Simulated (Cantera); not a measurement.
Adiabatic ignition

An adiabatic, constant-pressure homogeneous reactor starts with CH₄ : CO : O₂ : N₂ : H₂O = 1 : 0.089 : 2.88 : 10.8 : 0.64 (molar parts), equivalence ratio 0.71, at 1473 K and 0.890 bar.

Detailed kinetics in Cantera: GRI-Mech 3.0 (53 species, 325 reactions).

| t (s) | T (K) | x CH₄ | x CO | x O₂ | x H₂O | x H |
|---|---|---|---|---|---|---|
| 1.00e-6 | 1473 | 0.0649 | 0.00578 | 0.187 | 0.0415 | 5.06e-9 |
| 2.64e-6 | 1473 | 0.0649 | 0.00578 | 0.187 | 0.0415 | 6.04e-9 |
| 6.97e-6 | 1473 | 0.0649 | 0.00578 | 0.187 | 0.0415 | 6.45e-9 |
| 1.84e-5 | 1473 | 0.0649 | 0.00578 | 0.187 | 0.0415 | 7.48e-9 |
| 4.86e-5 | 1473 | 0.0649 | 0.00578 | 0.187 | 0.0415 | 1.07e-8 |
| 0.000128 | 1473 | 0.0649 | 0.00578 | 0.187 | 0.0415 | 2.30e-8 |
| 0.000339 | 1473 | 0.0648 | 0.00577 | 0.187 | 0.0416 | 9.23e-8 |
| 0.000894 | 1478 | 0.0634 | 0.00590 | 0.186 | 0.0425 | 8.17e-7 |
| 0.00236 | 2559 | <1e-12 | 0.0131 | 0.0564 | 0.154 | 0.00267 |
| 0.00624 | 2557 | <1e-12 | 0.0128 | 0.0545 | 0.154 | 0.00255 |
| 0.0165 | 2551 | <1e-12 | 0.0127 | 0.0521 | 0.155 | 0.00247 |
| 0.0435 | 2549 | <1e-12 | 0.0127 | 0.0514 | 0.155 | 0.00245 |
| 0.115 | 2549 | <1e-12 | 0.0127 | 0.0514 | 0.155 | 0.00245 |
| 0.303 | 2549 | <1e-12 | 0.0127 | 0.0514 | 0.155 | 0.00245 |
| 0.800 | 2549 | <1e-12 | 0.0127 | 0.0514 | 0.155 | 0.00245 |
x: mole fraction; the columns are a selection and need not sum to one.

```yaml
time_of_steepest_temperature_rise: 1.61 ms
temperature at 0.800 s: 2549 K
equilibrium_temperature: 2549 K
x(CH₄) at 0.800 s: <1e-12 (gas-phase equilibrium <1e-12)
x(CO) at 0.800 s: 0.0127 (gas-phase equilibrium 0.0127)
x(O₂) at 0.800 s: 0.0514 (gas-phase equilibrium 0.0514)
```
